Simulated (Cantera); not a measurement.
## Adiabatic ignition

An adiabatic, constant-pressure homogeneous reactor starts with 5.45 % CH₄, 19.8 % O₂, 74.7 % N₂, equivalence ratio 0.55, at 1748 K and 190000 Pa.

Model: GRI-Mech 3.0 (53 species, 325 reactions), integrated in Cantera.

```tsv
t (s)	T (K)	x CH₄	x O₂	x OH	x CH₂O	x NO	x NO₂	x HCN
3.00e-6	1748	0.0545	0.198	6.09e-7	8.78e-7	<1e-12	<1e-12	<1e-12
8.42e-6	1748	0.0544	0.198	1.19e-6	8.63e-6	2.17e-12	<1e-12	<1e-12
2.36e-5	1748	0.0541	0.198	4.27e-6	9.95e-5	1.41e-11	<1e-12	<1e-12
6.62e-5	1779	0.0459	0.192	0.000111	0.00207	6.67e-10	1.56e-11	4.22e-10
0.000186	2617	<1e-12	0.0873	0.0165	2.38e-11	0.000562	3.62e-7	1.26e-11
0.000521	2653	<1e-12	0.0862	0.0152	1.93e-11	0.00250	1.68e-6	1.85e-11
0.00146	2647	<1e-12	0.0841	0.0149	1.88e-11	0.00696	4.66e-6	2.71e-11
0.00410	2638	<1e-12	0.0810	0.0144	1.82e-11	0.0136	9.04e-6	3.80e-11
0.0115	2634	<1e-12	0.0795	0.0142	1.79e-11	0.0169	1.11e-5	4.26e-11
0.0323	2634	<1e-12	0.0794	0.0142	1.79e-11	0.0171	1.12e-5	4.28e-11
0.0906	2634	<1e-12	0.0794	0.0142	1.79e-11	0.0171	1.12e-5	4.28e-11
0.254	2634	<1e-12	0.0794	0.0142	1.79e-11	0.0171	1.12e-5	4.28e-11
0.713	2634	<1e-12	0.0794	0.0142	1.79e-11	0.0171	1.12e-5	4.28e-11
2.00	2634	<1e-12	0.0794	0.0142	1.79e-11	0.0171	1.12e-5	4.28e-11
```
x: mole fraction; the columns are a selection and need not sum to one.

```yaml
time_of_steepest_temperature_rise: 84.4 µs
temperature at 2.00 s: 2634 K
equilibrium_temperature: 2634 K
x(CH₄) at 2.00 s: <1e-12 (gas-phase equilibrium <1e-12)
x(O₂) at 2.00 s: 0.0794 (gas-phase equilibrium 0.0794)
x(OH) at 2.00 s: 0.0142 (gas-phase equilibrium 0.0142)
```
